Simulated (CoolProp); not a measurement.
Carbon monoxide along the isobar 6610 kPa: Z from the reference equation and from simpler models built on Tc = 132.9 K, pc = 3498 kPa, ω = 0.050; each cubic takes its own stable root.

Computed with CoolProp (reference Helmholtz-energy equation of state, Lemmon 2006). It is a short technical equation, of lower accuracy than the large ones.

```
T (K)          phase  reference
-----  -------------  ---------
107.7         liquid     0.2980
145.3  supercritical     0.3889
182.8  supercritical     0.7803
220.4  supercritical     0.9037
257.9  supercritical     0.9591
295.5  supercritical     0.9884
333    supercritical      1.005
370.5  supercritical      1.015
```

Q: How far does each simpler model (van der Waals, Redlich-Kwong, Soave-Redlich-Kwong, Peng-Robinson) lie from the reference over these 8 states: mean and median of the absolute difference, and the worst?

A: 
- van der Waals: mean 9.7 %, median 4.2 %, worst +39.8 % at 107.7 K and 6610 kPa
- Redlich-Kwong: mean 2.0 %, median 1.1 %, worst +8.0 % at 145.3 K and 6610 kPa
- Soave-Redlich-Kwong: mean 2.4 %, median 1.3 %, worst +10.0 % at 145.3 K and 6610 kPa
- Peng-Robinson: mean 2.6 %, median 1.5 %, worst -10.1 % at 107.7 K and 6610 kPa
